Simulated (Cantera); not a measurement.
A Cantera script and what it prints.

```python
import numpy as np
import cantera as ct

gas_names = """
    CL PbO O3
""".split()
cond_names = """
    PbCL2(s) PbCL2(L)
""".split()


# ... load() reads the species with a 1 bar reference pressure and builds the phases ...
species = {s.name: s for s in load("nasa_gas.yaml", gas_names) + load("nasa_condensed.yaml", cond_names)}
# Each term lists the table entries of one substance; the one whose range holds T is used.
reactions = {
    '6 Cl(g) + 3 PbO(g) = O3(g) + 3 PbCl2':
        [(-6, ['CL']), (-3, ['PbO']), (1, ['O3']), (3, ['PbCL2(s)', 'PbCL2(L)'])],
}


def pick(names, T):
    return next(species[n] for n in names if species[n].thermo.min_temp <= T <= species[n].thermo.max_temp)


results = []
for label, terms in reactions.items():
    print(label)
    print("     T/K   dH/kJ  dS/(J/K)   dG/kJ   log10 K")
    for T in [775, 925, 1075, 1225, 1375, 1525]:
        used = [(nu, pick(names, T)) for nu, names in terms]
        dH = sum(nu * s.thermo.h(T) for nu, s in used) / 1e6
        dS = sum(nu * s.thermo.s(T) for nu, s in used) / 1e3
        dG = dH - T * dS / 1e3
        logK = -dG * 1e6 / (ct.gas_constant * T * np.log(10))
        results.append((label, T, dH, dS, dG, logK, [s.name for _, s in used]))
        print(f"{T:8g} {dH:8.1f} {dS:8.1f} {dG:8.1f} {logK:8.2f}")
```

Result:

```
6 Cl(g) + 3 PbO(g) = O3(g) + 3 PbCl2
     T/K   dH/kJ  dS/(J/K)   dG/kJ   log10 K
     775  -1781.3   -925.9  -1063.7    71.69
     925  -1759.7   -900.5   -926.7    52.33
    1075  -1737.8   -878.6   -793.3    38.55
    1225  -1715.9   -859.5   -663.0    28.27
    1375  -1693.8   -842.4   -535.4    20.34
    1525  -1671.3   -827.0   -410.2    14.05
```

Cantera with NASA thermochemical tables; ideal gases at 1 bar, condensed phases pure. Condensed species are held in their standard states even where they would react or evaporate.
